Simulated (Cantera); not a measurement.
An adiabatic, constant-volume homogeneous reactor starts with CH₄ : O₂ : N₂ : H₂ = 1 : 2.22 : 8.36 : 0.042 (molar parts), equivalence ratio 0.91, at 1048 K and 500000 Pa.

Model: GRI-Mech 3.0 (53 species, 325 reactions), integrated in Cantera.

x: mole fraction; the columns are a selection and need not sum to one.

```
t (s)     T (K)  P (bar)   x CH₄    x O₂    x CH₂O     x CO₂    x C₂H₂    x HCN      x CO
--------  -----  -------  ------  ------  --------  --------  --------  -------  --------
8.00e-6    1048     5.00  0.0860   0.191  7.56e-12    <1e-12    <1e-12   <1e-12    <1e-12
2.23e-5    1048     5.00  0.0860   0.191  5.94e-11    <1e-12    <1e-12   <1e-12    <1e-12
6.23e-5    1048     5.00  0.0860   0.191  4.65e-10    <1e-12    <1e-12   <1e-12    <1e-12
0.000174   1048     5.00  0.0860   0.191       ___    <1e-12    <1e-12   <1e-12  1.12e-12
0.000486   1048     5.00  0.0860   0.191   3.11e-8    <1e-12    <1e-12   <1e-12  2.68e-11
0.00136    1048     5.00  0.0860   0.191   3.68e-7  7.37e-12    <1e-12   <1e-12  9.15e-10
0.00379    1048     5.00  0.0860   0.191       ___       ___    <1e-12   <1e-12       ___
0.0106     1050     5.01  0.0858   0.191  0.000152   4.76e-8  5.29e-11   <1e-12   1.40e-5
0.0295     2848     13.9  <1e-12  0.0213  9.11e-10    0.0629    <1e-12  2.15e-9    0.0215
0.0823     2848     13.9  <1e-12  0.0213  9.12e-10    0.0629    <1e-12  2.17e-9    0.0215
0.230      2848     13.9  <1e-12  0.0213  9.12e-10    0.0629    <1e-12  2.17e-9    0.0215
0.642      2848     13.9  <1e-12  0.0213  9.12e-10    0.0629    <1e-12  2.17e-9    0.0215
1.79       2848     13.9  <1e-12  0.0213  9.12e-10    0.0629    <1e-12  2.17e-9    0.0215
5.00       2848     13.9  <1e-12  0.0213  9.12e-10    0.0629    <1e-12  2.17e-9    0.0215
```

Some entries are withheld; supply them.


- 0.000174, x CH₂O: 3.69e-9
- 0.00379, x CH₂O: 1.26e-5
- 0.00379, x CO₂: 1.45e-9
- 0.00379, x CO: 1.58e-7
